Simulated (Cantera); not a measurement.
A closed system holds: 1 mol Si₂Cl₆, 0.53 mol Cl₂, 110 mol N₂, held at 975 °C and 1.33 mbar.

These are equilibrium values from Cantera (NASA tables, ideal gas, pure condensed phases), not measurements of a reactor. Candidate condensed phases: Si, Si₃N₄; 13 gas species. The feed counts by its element totals alone. The tables' values for SiCl₃ are old estimates; treat these amounts as uncertain. Rates play no part.

### Question
What is the equilibrium state?

### Answer
x(N₂): 0.982
x(SiCl₄): 0.0125
x(SiCl₂): 0.00305
x(SiCl₃): 0.00230
x(Cl): 1.28e-5
gas amount: 112.0 mol
log10 activity of Si(s) (absent): -3.05
